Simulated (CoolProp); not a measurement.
Vapour-liquid equilibrium of n-heptane (1) + o-xylene (2) at 378.3 K; x and y are mole fractions of (1).

Values from CoolProp's multi-fluid Helmholtz-energy mixture model, Span 2003 and Zhou 2012; pair parameters Bell 2016.

| x | bubble pressure, mixture model (bar) | bubble pressure, Raoult's law (bar) | y, mixture model | y, Raoult's law |
|---|---|---|---|---|
| 0.05 | 0.3826 | 0.3614 | 0.212 | 0.170 |
| 0.2 | 0.5564 | 0.4987 | 0.532 | 0.494 |
| 0.35 | 0.7019 | 0.6360 | 0.686 | 0.677 |
| 0.5 | 0.8308 | 0.7733 | 0.785 | 0.796 |
| 0.65 | 0.9515 | 0.9106 | 0.860 | 0.879 |
| 0.8 | 1.070 | 1.048 | 0.923 | 0.940 |
| 0.95 | 1.190 | 1.185 | 0.981 | 0.987 |

The largest gap from Raoult's law is +11.6 % in bubble pressure, at x = 0.2. No azeotrope shows between x = 0.05 and 0.95.

The pair parameters rest on a limited set of measurements; away from them the model extrapolates.
